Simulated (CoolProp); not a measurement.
A simple Rankine cycle with toluene: condensing at 315.15 K, boiler at 0.775 MPa, turbine inlet 490 K, turbine efficiency 0.75, pump efficiency 0.7, no recuperator. Each further row changes one setting.

Computed with CoolProp (reference Helmholtz-energy equation of state, Lemmon 2006). It is a short technical equation, of lower accuracy than the large ones.

```tsv
case	thermal efficiency (%)	net work (kJ/kg)	heat in (kJ/kg)	turbine exit temperature (K)	volume ratio over the turbine
as stated	…	…	646	402.2	86.0
turbine inlet 510 K	19.1	131	685	423.1	84.8
condensing temperature 307.15 K	…	…	…	396.0	123
boiler pressure 0.542 MPa	…	118	654	411.4	58.2
turbine efficiency 0.65	16.6	…	646	…	88.3
```

Problem. Some entries are withheld; supply them.

Solution. 
- as stated, thermal efficiency (%): 19.2
- as stated, net work (kJ/kg): 124
- condensing temperature 307.15 K, thermal efficiency (%): 20.2
- condensing temperature 307.15 K, net work (kJ/kg): 133
- condensing temperature 307.15 K, heat in (kJ/kg): 660
- boiler pressure 0.542 MPa, thermal efficiency (%): 18.0
- turbine efficiency 0.65, net work (kJ/kg): 107
- turbine efficiency 0.65, turbine exit temperature (K): 413.0
